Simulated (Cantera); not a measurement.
An adiabatic, constant-pressure homogeneous reactor starts with CH4 : CO : O2 : N2 = 1 : 0.33 : 0.984 : 3.7 (molar parts), equivalence ratio 2.2, at 1200 K and 100000 Pa. Integrator tolerance rtol = 1e-08.

Detailed kinetics in Cantera: GRI-Mech 3.0 (53 species, 325 reactions).

Problem. What does this change do: pressure from 100000 Pa to 1300000 Pa?

Solution. 
```json
[
 {"quantity": "time of steepest temperature rise", "before": "0.102 s", "after": "9.57 ms"},
 {"quantity": "temperature at 3.00 s", "before": "2215 K", "after": "2226 K"},
 {"quantity": "equilibrium temperature", "before": "2215 K", "after": "2226 K"},
 {"quantity": "x(CH4) at 3.00 s", "before": "8.15e-11 (gas-phase equilibrium 9.23e-11)", "after": "1.33e-8 (gas-phase equilibrium 1.48e-8)"},
 {"quantity": "x(CO) at 3.00 s", "before": "0.167 (gas-phase equilibrium 0.167)", "after": "0.168 (gas-phase equilibrium 0.168)"},
 {"quantity": "x(O2) at 3.00 s", "before": "7.55e-7 (gas-phase equilibrium 7.55e-7)", "after": "6.70e-8 (gas-phase equilibrium 6.70e-8)"},
 {"quantity": "x(HCN) at 3.00 s", "before": "1.53e-7 (gas-phase equilibrium 1.53e-7)", "after": "2.00e-6 (gas-phase equilibrium 2.00e-6)"},
 {"quantity": "x(H) at 3.00 s", "before": "0.00252 (gas-phase equilibrium 0.00252)", "after": "0.000748 (gas-phase equilibrium 0.000748)"},
 {"quantity": "x(CH2O) at 3.00 s", "before": "1.12e-8 (gas-phase equilibrium 1.12e-8)", "after": "1.47e-7 (gas-phase equilibrium 1.47e-7)"}
]
```
The pressure lies above the range GRI-Mech 3.0 was tuned for (to about 10 atm).

Problem. What does this change do: 0.033 parts H2 added?

Solution. 
```
quantity                                                              before                                      after
---------------------------------  -----------------------------------------  -----------------------------------------
time of steepest temperature rise                                    0.102 s                                    67.2 ms
temperature at 3.00 s                                                 2215 K                                     2210 K
equilibrium temperature                                               2215 K                                     2210 K
x(CH4) at 3.00 s                   8.15e-11 (gas-phase equilibrium 9.23e-11)  8.86e-11 (gas-phase equilibrium 1.00e-10)
x(CO) at 3.00 s                          0.167 (gas-phase equilibrium 0.167)        0.167 (gas-phase equilibrium 0.167)
x(O2) at 3.00 s                      7.55e-7 (gas-phase equilibrium 7.55e-7)    6.86e-7 (gas-phase equilibrium 6.86e-7)
x(HCN) at 3.00 s                     1.53e-7 (gas-phase equilibrium 1.53e-7)    1.58e-7 (gas-phase equilibrium 1.58e-7)
x(H) at 3.00 s                       0.00252 (gas-phase equilibrium 0.00252)    0.00249 (gas-phase equilibrium 0.00249)
x(CH2O) at 3.00 s                    1.12e-8 (gas-phase equilibrium 1.12e-8)    1.15e-8 (gas-phase equilibrium 1.15e-8)
```
